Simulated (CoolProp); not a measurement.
Vapour pressure (kPa) of CF4 (R14): the reference equation beside estimates from Tc = -45.8 °C, pc = 3762 kPa, ω = 0.178. Clausius-Clapeyron is anchored at -113.75 °C with a constant enthalpy of vaporisation of 11.09 kJ/mol.

Computed with CoolProp (reference Helmholtz-energy equation of state, Platzer 1990). This equation is an older, rougher fit; its heat capacities, sound speeds and derivatives of the liquid may be far off and weren't checked against measurements.

```json
[
 {"T (°C)": "-122.35", "reference": "148.7", "Clausius-Clapeyron": "155.5", "van der Waals": "569.1", "Redlich-Kwong": "204.9", "Soave-Redlich-Kwong": "149.2"},
 {"T (°C)": "-118.05", "reference": "194.6", "Clausius-Clapeyron": "198.7", "van der Waals": "659.8", "Redlich-Kwong": "263.3", "Soave-Redlich-Kwong": "195.7"},
 {"T (°C)": "-113.75", "reference": "250.6", "Clausius-Clapeyron": "250.6", "van der Waals": "759.6", "Redlich-Kwong": "332.9", "Soave-Redlich-Kwong": "252.6"},
 {"T (°C)": "-109.45", "reference": "318.1", "Clausius-Clapeyron": "312.3", "van der Waals": "868.8", "Redlich-Kwong": "414.9", "Soave-Redlich-Kwong": "321.3"},
 {"T (°C)": "-105.15", "reference": "398.4", "Clausius-Clapeyron": "384.7", "van der Waals": "987.6", "Redlich-Kwong": "510.5", "Soave-Redlich-Kwong": "403.2"},
 {"T (°C)": "-100.85", "reference": "493.0", "Clausius-Clapeyron": "…", "van der Waals": "1116", "Redlich-Kwong": "620.6", "Soave-Redlich-Kwong": "499.9"},
 {"T (°C)": "-96.55", "reference": "603.4", "Clausius-Clapeyron": "566.3", "van der Waals": "1256", "Redlich-Kwong": "746.4", "Soave-Redlich-Kwong": "612.9"},
 {"T (°C)": "-92.25", "reference": "…", "Clausius-Clapeyron": "677.7", "van der Waals": "1405", "Redlich-Kwong": "889.0", "Soave-Redlich-Kwong": "743.8"},
 {"T (°C)": "-87.95", "reference": "878.0", "Clausius-Clapeyron": "804.3", "van der Waals": "1566", "Redlich-Kwong": "1049", "Soave-Redlich-Kwong": "894.2"},
 {"T (°C)": "-83.65", "reference": "1045", "Clausius-Clapeyron": "947.1", "van der Waals": "1738", "Redlich-Kwong": "1229", "Soave-Redlich-Kwong": "…"},
 {"T (°C)": "-79.35", "reference": "1235", "Clausius-Clapeyron": "1107", "van der Waals": "1921", "Redlich-Kwong": "…", "Soave-Redlich-Kwong": "1260"},
 {"T (°C)": "-75.05", "reference": "1449", "Clausius-Clapeyron": "1286", "van der Waals": "2115", "Redlich-Kwong": "…", "Soave-Redlich-Kwong": "1479"},
 {"T (°C)": "-70.75", "reference": "1690", "Clausius-Clapeyron": "1483", "van der Waals": "2321", "Redlich-Kwong": "1888", "Soave-Redlich-Kwong": "1724"}
]
```

Question: What belongs in the gaps?

Answer: 
- -100.85, Clausius-Clapeyron: 469.0
- -92.25, reference: 731.2
- -83.65, Soave-Redlich-Kwong: 1066
- -79.35, Redlich-Kwong: 1427
- -75.05, Redlich-Kwong: 1647

Absolute difference from the reference over all 13 rows, mean and median: Clausius-Clapeyron 6.3 and 6.1 %, van der Waals 127.4 and 108.2 %, Redlich-Kwong 24.1 and 23.7 %, Soave-Redlich-Kwong 1.4 and 1.6 %.
